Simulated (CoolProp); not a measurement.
Vapour-liquid equilibrium of ethylbenzene (1) + o-xylene (2) at 0.571 MPa; x and y are mole fractions of (1).

The numbers come from the multi-fluid Helmholtz-energy mixture model, Zhou 2012 and Zhou 2012; pair parameters Bell 2016 in CoolProp.

```csv
x,"bubble temperature, mixture model (°C)","bubble temperature, Raoult's law (°C)","y, mixture model","y, Raoult's law"
0.05,223.7,223.7,0.057,0.058
0.2,222.2,222.2,0.224,0.227
0.35,220.7,220.8,0.384,0.388
0.5,219.2,219.4,0.536,0.541
0.65,217.8,218.1,0.681,0.686
0.8,216.5,216.7,0.820,0.825
0.95,215.4,215.4,0.955,0.957
```

The largest gap from Raoult's law is -0.3 K in bubble temperature, at x = 0.65. No azeotrope shows between x = 0.05 and 0.95.

Pair parameters are fitted to limited data, so mixtures are less certain than the pure fluids.
